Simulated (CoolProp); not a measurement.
A closed Brayton cycle with dry air: compressor inlet 324.15 K and 1.8 MPa, high pressure 3.24 MPa, turbine inlet 630 K, compressor efficiency 0.8, turbine efficiency 0.93, recuperator effectiveness 0.95 (on enthalpy, no pinch check). Each further row changes one setting.

Computed with CoolProp (reference Helmholtz-energy equation of state, Lemmon 2000). It is a pseudo-pure fit of the blend.

```
case                           thermal efficiency (%)  net work (kJ/kg)  compressor to turbine work  compressor exit (K)  turbine exit (K)
-----------------------------  ----------------------  ----------------  --------------------------  -------------------  ----------------
as stated                                         ___              17.5                        0.81                398.2             542.6
turbine inlet 580 K                              11.0               ___                        0.88                398.2             498.7
compressor inlet 334.15 K                        15.1              15.1                        0.84                  ___             542.6
high pressure 2.75 MPa                           19.5               ___                         ___                  ___             565.7
recuperator effectiveness 0.5                     ___              17.5                        0.81                398.2             542.6
```

What belongs in the gaps?


- as stated, thermal efficiency (%): 17.3
- turbine inlet 580 K, net work (kJ/kg): 10.1
- compressor inlet 334.15 K, compressor exit (K): 410.4
- high pressure 2.75 MPa, net work (kJ/kg): 15.4
- high pressure 2.75 MPa, compressor to turbine work: 0.77
- high pressure 2.75 MPa, compressor exit (K): 376.3
- recuperator effectiveness 0.5, thermal efficiency (%): 10.4
